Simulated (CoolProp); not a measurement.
Acetone at several states: Z from the reference equation and from simpler models built on Tc = 508.1 K, pc = 4692 kPa, ω = 0.307; each cubic takes its own stable root.

Model: reference Helmholtz-energy equation of state, Lemmon 2006, in CoolProp. It is a short technical equation, of lower accuracy than the large ones.

```csv
T (K),p (kPa),phase,reference
467.3,419,gas,0.9509
283.5,16.5,liquid,0.0005077
421.7,6540,liquid,0.1692
186.8,248,liquid,0.01026
218.7,463,liquid,0.01699
```

Question: How far does each simpler model (van der Waals, Peng-Robinson) lie from the reference over these 5 states: mean and median of the absolute difference, and the worst?

Answer: 
- van der Waals: mean 39272.7 %, median 98.2 %, worst +196078.8 % at 283.5 K and 16.5 kPa
- Peng-Robinson: mean 12.5 %, median 13.8 %, worst +18.1 % at 186.8 K and 248 kPa

At some of these states van der Waals gives the other phase, because its saturation line lies elsewhere.
